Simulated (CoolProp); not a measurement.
A Linde-Hampson liquefier for nitrogen: isothermal reversible compression at 300 K from 1 atm to 40 MPa, throttling to 1 atm, return gas leaving the recuperator 10 K below the feed. Each further row changes one setting.

Computed with CoolProp (reference Helmholtz-energy equation of state, Span 2000).

| case | liquid yield per pass | compression work (kJ/kg of gas) |
|---|---|---|
| as stated | 0.070 | 542 |
| high pressure 80 MPa | [?] | [?] |
| warm-end temperature 330 K | 0.045 | 599 |
| warm-end gap 15 K | [?] | 542 |

### Question
Some entries are withheld; supply them.

### Answer

- high pressure 80 MPa, liquid yield per pass: 0.031
- high pressure 80 MPa, compression work (kJ/kg of gas): 632
- warm-end gap 15 K, liquid yield per pass: 0.058
